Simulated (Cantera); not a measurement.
Cantera run:

```python
import numpy as np
import cantera as ct

gas_names = [...]  # 127 gases of nasa_gas.yaml made of C, Fe, H, O, S
cond_names = """
    C(gr) C6H6(L) C7H8(L) C8H18(L),n-octa Fe(a) Fe(c) Fe(d) Fe(L) FeC5O5(L) FeO(s) FeO(L) Fe(OH)2(s)
    Fe(OH)3(s) FeS(a) FeS(b) FeS(c) FeS(L) FeSO4(s) FeS2(s) Fe2O3(s) Fe2S3O12(s) Fe3O4(s) H2O(s) H2O(L)
    H2SO4(L) S(cr1) S(cr2) S(L)
""".split()


# ... load() reads the species with a 1 bar reference pressure and builds the phases ...
atoms = {
    'FeS': {'Fe': 1, 'S': 1},
    'H2S': {'H': 2, 'S': 1},
    'CO2': {'C': 1, 'O': 2},
}
top_T = {'C(gr)': 4500, 'FeSO4(s)': 950, 'FeS2(s)': 1010, 'Fe2O3(s)': 1830, 'Fe2S3O12(s)': 1100, 'Fe3O4(s)': 1870}  # K; cautious upper limits of use, not melting points


# ... equilibrate(T, P, feed) seeds the gas with the atoms and calls Mixture.equilibrate('TP', solver="vcs", rtol=1e-11, max_steps=5000) ...
results = []
feed = {'FeS': 1, 'H2S': 0.82, 'CO2': 0.84}  # mol
P = 4000  # Pa
for T in [1123, 1148, 1173, 1198, 1223, 1248, 1273, 1298, 1323, 1348, 1373, 1398]:
    mix = equilibrate(T, P, feed)
    results.append((T, P, feed, dict(zip(mix.species_names, mix.species_moles))))
    x = sorted(zip(gas.X, gas.species_names), reverse=True)
    print(f"T = {T:g} K  P = {P:g} Pa  gas = {mix.phase_moles(0):.4g} mol")
    print("   x: " + "  ".join(f"{s} {v:.3e}" for v, s in x if v > 0.001))
    print("   condensed (mol): " + ("  ".join(f"{mix.phase(i).name} {mix.phase_moles(i):.4g}"
          for i in range(1, mix.n_phases) if mix.phase_moles(i) > 1e-12) or "none"))
```

It prints:

```
T = 1123 K  P = 4000 Pa  gas = 1.867 mol
   x: CO2 2.895e-01  H2S 2.050e-01  H2O 1.597e-01  CO 1.475e-01  S2 1.102e-01  H2 7.446e-02  COS 1.285e-02
   condensed (mol): FeS(c) 1
T = 1148 K  P = 4000 Pa  gas = 1.884 mol
   x: CO2 2.769e-01  H2S 1.865e-01  H2O 1.679e-01  CO 1.574e-01  S2 1.180e-01  H2 8.077e-02  COS 1.152e-02
   condensed (mol): FeS(c) 1
T = 1173 K  P = 4000 Pa  gas = 1.9 mol
   x: CO2 2.649e-01  H2O 1.756e-01  H2S 1.689e-01  CO 1.667e-01  S2 1.254e-01  H2 8.683e-02  COS 1.030e-02
   condensed (mol): FeS(c) 1
T = 1198 K  P = 4000 Pa  gas = 1.916 mol
   x: CO2 2.537e-01  H2O 1.828e-01  CO 1.755e-01  H2S 1.525e-01  S2 1.322e-01  H2 9.258e-02  COS 9.199e-03
   condensed (mol): FeS(c) 1
T = 1223 K  P = 4000 Pa  gas = 1.931 mol
   x: CO2 2.431e-01  H2O 1.893e-01  CO 1.837e-01  S2 1.385e-01  H2S 1.372e-01  H2 9.796e-02  COS 8.209e-03  SO2 1.218e-03
   condensed (mol): FeS(c) 1
T = 1248 K  P = 4000 Pa  gas = 1.945 mol
   x: CO2 2.332e-01  H2O 1.954e-01  CO 1.913e-01  S2 1.442e-01  H2S 1.231e-01  H2 1.029e-01  COS 7.323e-03  SO2 1.569e-03
   condensed (mol): FeS(c) 1
T = 1273 K  P = 4000 Pa  gas = 1.958 mol
   x: CO2 2.240e-01  H2O 2.008e-01  CO 1.985e-01  S2 1.494e-01  H2S 1.102e-01  H2 1.075e-01  COS 6.534e-03  SO2 2.003e-03
   condensed (mol): FeS(c) 1
T = 1298 K  P = 4000 Pa  gas = 1.97 mol
   x: CO2 2.154e-01  H2O 2.056e-01  CO 2.052e-01  S2 1.539e-01  H2 1.117e-01  H2S 9.856e-02  COS 5.834e-03  SO2 2.538e-03
   condensed (mol): FeS(c) 1
T = 1323 K  P = 4000 Pa  gas = 1.981 mol
   x: CO 2.115e-01  H2O 2.099e-01  CO2 2.073e-01  S2 1.578e-01  H2 1.155e-01  H2S 8.808e-02  COS 5.215e-03  SO2 3.187e-03
   condensed (mol): FeS(c) 1
T = 1348 K  P = 4000 Pa  gas = 1.991 mol
   x: CO 2.175e-01  H2O 2.136e-01  CO2 1.997e-01  S2 1.611e-01  H2 1.189e-01  H2S 7.869e-02  COS 4.668e-03  SO2 3.968e-03  SH 1.146e-03
   condensed (mol): FeS(c) 1
T = 1373 K  P = 4000 Pa  gas = 2.001 mol
   x: CO 2.232e-01  H2O 2.168e-01  CO2 1.925e-01  S2 1.639e-01  H2 1.221e-01  H2S 7.032e-02  SO2 4.896e-03  COS 4.185e-03  SH 1.321e-03
   condensed (mol): FeS(c) 1
T = 1398 K  P = 4000 Pa  gas = 2.01 mol
   x: CO 2.286e-01  H2O 2.195e-01  CO2 1.857e-01  S2 1.662e-01  H2 1.249e-01  H2S 6.289e-02  SO2 5.986e-03  COS 3.760e-03  SH 1.512e-03
   condensed (mol): FeS(c) 1
```

These are equilibrium values from Cantera (NASA tables, ideal gas, pure condensed phases), not measurements of a reactor. FeS: taken at fixed stoichiometry. Gases not in the tables: S3 to S7.
